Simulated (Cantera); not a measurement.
Feed: 1 mol Fe, 0.011 mol H₂O, 3.9 mol H₂, held at 1.60 mbar.

These are equilibrium values from Cantera (NASA tables, ideal gas, pure condensed phases), not measurements of a reactor. Candidate condensed phases: Fe, FeO, Fe(OH)₂, Fe(OH)₃, Fe₂O₃, Fe₃O₄, H₂O; 12 gas species. Equilibrium is a limit: real reactors are often held back by kinetics, nucleation or transport.

log p: log10 of the partial pressure in bar; n: condensed amount in mol.

```
T (K)  log p H₂  log p H₂O     log p H  log p Fe  log p OH  log p FeO  n Fe(α)  n Fe(γ)
-----  --------  ---------  ----------  --------  --------  ---------  -------  -------
1048      -2.80      -5.35  (withheld)    -12.85    -14.56       <-14     1.00        0
1098      -2.80      -5.35  (withheld)    -11.93    -13.91       <-14     1.00        0
1148      -2.80      -5.35  (withheld)    -11.10    -13.32       <-14     1.00        0
1198      -2.80      -5.35  (withheld)    -10.33    -12.77       <-14        0     1.00
1248      -2.80      -5.35  (withheld)     -9.63    -12.27       <-14        0    1.000
1298      -2.80      -5.35  (withheld)     -8.99    -11.81     -14.37        0    1.000
1348      -2.80      -5.35  (withheld)     -8.39    -11.38     -13.65        0    1.000
1398      -2.80      -5.35  (withheld)     -7.84    -10.98     -12.99        0    1.000
1448      -2.80      -5.35  (withheld)     -7.32    -10.61     -12.37        0    1.000
1498      -2.80      -5.35  (withheld)     -6.84    -10.26     -11.80        0    1.000
1548      -2.80      -5.35  (withheld)     -6.39     -9.94     -11.26        0    0.999
1598      -2.80      -5.35  (withheld)     -5.98     -9.63     -10.75        0    0.997
1648      -2.80      -5.35  (withheld)     -5.58     -9.35     -10.28        0    0.994
```

Complete the blanks.


- 1048, log p H: -9.51
- 1098, log p H: -9.01
- 1148, log p H: -8.54
- 1198, log p H: -8.12
- 1248, log p H: -7.73
- 1298, log p H: -7.37
- 1348, log p H: -7.03
- 1398, log p H: -6.72
- 1448, log p H: -6.43
- 1498, log p H: -6.16
- 1548, log p H: -5.91
- 1598, log p H: -5.67
- 1648, log p H: -5.45
